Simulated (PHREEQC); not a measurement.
1 kg of water holding 0.016 mol KCl, 0.057 mol Na2CO3 and 0.13 mol Na2SO4 is evaporated at 25 °C; the solids stay in contact with the brine. CO2 is held at log p = -3.4 (atm). Only these solids could form: Arcanite, Burkeite, Glaserite, Halite, Kalicinite, Mirabilite, Misenite, Nahcolite, Natron, Sylvite, Thenardite, Trona.

The series has 19 steps of water left (kg), from 0.9996 to 0.01846.

All values are PHREEQC results (Pitzer model, pitzer.dat), not measurements.

Task: Which solids form, in which order, and at which step of the series does each first stand?

Result: Mirabilite from water left = 0.0631 kg (pH 9.90); Trona from water left = 0.02082 kg (pH 9.95); Glaserite from water left = 0.01846 kg (pH 9.94); Thenardite from water left = 0.01846 kg (pH 9.94).
